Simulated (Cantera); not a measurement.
A Cantera script and what it prints.

```python
import numpy as np
import cantera as ct

gas_names = [...]  # 151 gases of nasa_gas.yaml made of C, H, N, O, Si
cond_names = """
    C(gr) C6H6(L) C7H8(L) C8H18(L),n-octa H2O(s) H2O(L) Si(cr) Si(L) SiC(b) SiO2(Lqz) SiO2(hqz) SiO2(L)
    Si2N2O(s) Si3N4(a)
""".split()


# ... load() reads the species with a 1 bar reference pressure and builds the phases ...
atoms = {
    'TEOS': {'Si': 1, 'C': 8, 'H': 20, 'O': 4},
    'O3': {'O': 3},
    'N2': {'N': 2},
}
top_T = {'C(gr)': 4500, 'SiC(b)': 3050, 'Si2N2O(s)': 2100, 'Si3N4(a)': 2400}  # K; cautious upper limits of use, not melting points


# ... equilibrate(T, P, feed) seeds the gas with the atoms and calls Mixture.equilibrate('TP', solver="vcs", rtol=1e-11, max_steps=5000) ...
results = []
T = 1950  # K
P = 10000  # Pa
for m in [17, 35, 54, 72, 91, 110, 130, 150, 160]:
    feed = {'TEOS': 1, 'O3': 6.4, 'N2': m}  # mol
    mix = equilibrate(T, P, feed)
    results.append((T, P, feed, dict(zip(mix.species_names, mix.species_moles))))

top = {s: max(r[3][s] / sum(r[3][g] for g in gas_names) for r in results) for s in gas_names}
cols = sorted((s for s in top if top[s] > 0.0001), key=lambda s: -top[s])[:6]
seen = [c for c in cond_names if any(r[3].get(c, 0) > 1e-12 for r in results)]
print("log10 of partial pressures in bar; condensed amounts in mol")
print(f"{'n(N2)':>10s}" + "".join(f"{s[:9]:>10s}" for s in cols + seen))
for T, P, feed, n in results:
    ng = sum(n[g] for g in gas_names)
    print(f"{feed['N2']:10.4g}" + "".join(f"{np.log10(max(n[s] / ng * P / 1e5, 1e-99)):10.3f}" for s in cols)
          + "".join(f"{n.get(c, 0):10.4g}" for c in seen))
```

Result:

```
log10 of partial pressures in bar; condensed amounts in mol
     n(N2)        N2       H2O       CO2        CO        H2         H   SiO2(L)
        17    -1.314    -1.612    -1.879    -2.016    -2.392    -4.137    0.9981
        35    -1.180    -1.792    -2.059    -2.196    -2.572    -4.227    0.9971
        54    -1.125    -1.925    -2.192    -2.329    -2.706    -4.293    0.9961
        72    -1.097    -2.022    -2.289    -2.426    -2.803    -4.342    0.9951
        91    -1.079    -2.106    -2.373    -2.509    -2.886    -4.384     0.994
       110    -1.066    -2.176    -2.442    -2.579    -2.956    -4.419     0.993
       130    -1.056    -2.239    -2.505    -2.642    -3.019    -4.450    0.9919
       150    -1.049    -2.294    -2.560    -2.697    -3.074    -4.478    0.9908
       160    -1.046    -2.319    -2.586    -2.722    -3.099    -4.490    0.9903
```

Equilibrium computed with Cantera from the NASA thermochemical tables; the gas is ideal and each condensed phase is pure. The feed counts by its element totals alone. The tables hold silica as quartz up to 1696 K and as liquid above; real silica turns to tridymite and cristobalite and melts near 1996 K. Gases not in the tables: Si(OH)4.
